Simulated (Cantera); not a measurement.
A Cantera script and what it prints.

```python
import numpy as np
import cantera as ct

gas_names = [...]  # 110 gases of nasa_gas.yaml made of C, H, O
cond_names = """
    C(gr) C6H6(L) C7H8(L) C8H18(L),n-octa H2O(s) H2O(L)
""".split()


# ... load() reads the species with a 1 bar reference pressure and builds the phases ...
atoms = {
    'C': {'C': 1},
    'CO2': {'C': 1, 'O': 2},
    'H2': {'H': 2},
}
top_T = {'C(gr)': 4500}  # K; cautious upper limits of use, not melting points


# ... equilibrate(T, P, feed) seeds the gas with the atoms and calls Mixture.equilibrate('TP', solver="vcs", rtol=1e-11, max_steps=5000) ...
results = []
feed = {'C': 1, 'CO2': 0.041, 'H2': 19}  # mol
T = 2000  # K
P = 1300000  # Pa
mix = equilibrate(T, P, feed)
results.append((T, P, feed, dict(zip(mix.species_names, mix.species_moles))))
x = sorted(zip(gas.X, gas.species_names), reverse=True)
print(f"T = {T:g} K  P = {P:g} Pa  gas = {mix.phase_moles(0):.4g} mol")
print("   x: " + "  ".join(f"{s} {v:.3e}" for v, s in x if v > 1e-06))
print("   condensed (mol): " + ("  ".join(f"{mix.phase(i).name} {mix.phase_moles(i):.4g}"
      for i in range(1, mix.n_phases) if mix.phase_moles(i) > 1e-12) or "none"))
```

It prints:

```
T = 2000 K  P = 1.3e+06 Pa  gas = 18.98 mol
   x: H2 9.890e-01  CH4 5.397e-03  CO 4.313e-03  C2H2,acetylene 7.597e-04  H 4.485e-04  C2H4 6.579e-05  CH3 4.844e-05  H2O 6.499e-06
   condensed (mol): C(gr) 0.8243
```

Equilibrium computed with Cantera from the NASA thermochemical tables; the gas is ideal and each condensed phase is pure.
